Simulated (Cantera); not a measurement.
**Transport properties of process gases**

Gas mixture: 43.6 % H2, 56.4 % C2H6, at 760 Torr, frozen composition.

Cantera's kinetic-theory transport with the Lennard-Jones parameters of GRI-Mech 3.0, ideal gas; thermal conductivity in the multicomponent form. The composition is frozen, though it would react at the higher temperatures.

```
T (K)  ρ (kg/m³)  cp (J/kg/K)  μ (µPa s)  λ (mW/m/K)     Pr  D (cm²/s) CH4  D (cm²/s) H2  D (cm²/s) O
-----  ---------  -----------  ---------  ----------  -----  -------------  ------------  -----------
400        0.544         2775       13.0        76.9  0.468          0.407         0.942        0.581
650        0.335         3707       19.3         132  0.544          0.962          2.16         1.35
900        0.242         4379       24.6         187  0.577           1.68          3.72         2.34
1150       0.189         4902       29.3         242  0.595           2.55          5.60         3.53
1400       0.155         5280       33.6         295  0.601           3.55          7.76         4.90
1650       0.132         5560       37.5         345  0.604           4.67          10.2         6.44
1900       0.114         5768       41.1         393  0.604           5.91          12.9         8.14
```
D: mixture-averaged diffusion coefficient of that species in the mixture.
